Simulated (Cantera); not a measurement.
Input (Python, Cantera) and output of one run.

```python
import numpy as np
import cantera as ct

gas_names = """
    CL CLO CL2 Mg MgCL MgCL2 MgO Mg2 O O2 O3 Ti TiCL TiCL2 TiCL3 TiCL4 TiO TiOCL TiOCL2 TiO2
""".split()
cond_names = """
    Mg(cr) Mg(L) MgCL2(s) MgCL2(L) MgO(s) MgO(L) MgTiO3(s) MgTiO3(L) MgTi2O5(s) MgTi2O5(L) Mg2TiO4(s)
    Mg2TiO4(L) Ti(a) Ti(b) Ti(L) TiCL2(s) TiCL3(s) TiCL4(L) TiO(a) TiO(b) TiO(L) TiO2(ru) TiO2(L)
    Ti2O3(a) Ti2O3(b) Ti2O3(L) Ti3O5(a) Ti3O5(b) Ti3O5(L) Ti4O7(s) Ti4O7(L)
""".split()


def load(file, names, dense=False):
    # The tables refer to 1 bar. Condensed volumes are neglected.
    table = {s.name: s for s in ct.Species.list_from_file(file)}
    out = []
    for n in names:
        d = dict(table[n].input_data)
        d["thermo"] = dict(d["thermo"], **{"reference-pressure": 1e5})
        if dense:
            d["equation-of-state"] = {"model": "constant-volume", "density": "1e6 g/cm^3"}
        out.append(ct.Species.from_dict(d))
    return out


gas = ct.Solution(thermo="ideal-gas", species=load("nasa_gas.yaml", gas_names))
cond = {s.name: ct.Solution(thermo="fixed-stoichiometry", species=[s], name=s.name)
        for s in load("nasa_condensed.yaml", cond_names, dense=True)}
atoms = {
    'TiO2': {'Ti': 1, 'O': 2},
    'MgCl2': {'Mg': 1, 'CL': 2},
    'O2': {'O': 2},
}
top_T = {'TiCL2(s)': 1300, 'TiCL3(s)': 1000}  # K; cautious upper limits of use, not melting points


def equilibrate(T, P, feed):
    n = {}
    for name, mol in feed.items():
        for a, k in atoms[name].items():
            n[a] = n.get(a, 0.0) + k * mol
    gas.TPX = T, P, n
    mass = sum(n.values()) * gas.mean_molecular_weight
    gas.equilibrate("TP")
    valid = [c for c in cond.values() if c.min_temp <= T <= top_T.get(c.name, c.max_temp)]
    mix = ct.Mixture([(gas, mass / gas.mean_molecular_weight)] + [(c, 0.0) for c in valid])
    mix.T, mix.P = T, P
    mix.equilibrate("TP", solver="vcs", rtol=1e-11, max_steps=5000)
    return mix


results = []
feed = {'TiO2': 1, 'MgCl2': 0.12, 'O2': 0.7}  # mol
T = 1600  # K
P = 15  # Pa
mix = equilibrate(T, P, feed)
results.append((T, P, feed, dict(zip(mix.species_names, mix.species_moles))))
x = sorted(zip(gas.X, gas.species_names), reverse=True)
print(f"T = {T:g} K  P = {P:g} Pa  gas = {mix.phase_moles(0):.4g} mol")
print("   x: " + "  ".join(f"{s} {v:.3e}" for v, s in x if v > 0.001))
print("   condensed (mol): " + ("  ".join(f"{mix.phase(i).name} {mix.phase_moles(i):.4g}"
      for i in range(1, mix.n_phases) if mix.phase_moles(i) > 1e-12) or "none"))
```

Result:

```
T = 1600 K  P = 15 Pa  gas = 0.878 mol
   x: O2 7.304e-01  CL 2.638e-01  MgCL2 3.882e-03  O 1.012e-03
   condensed (mol): MgTi2O5(s) 0.1166  TiO2(ru) 0.7668
```

Equilibrium computed with Cantera from the NASA thermochemical tables; the gas is ideal and each condensed phase is pure. Mutual solubility and eutectic melting of coexisting phases are not modelled. Condensed phases not in the tables: alloys, solid solutions and most ternary compounds.
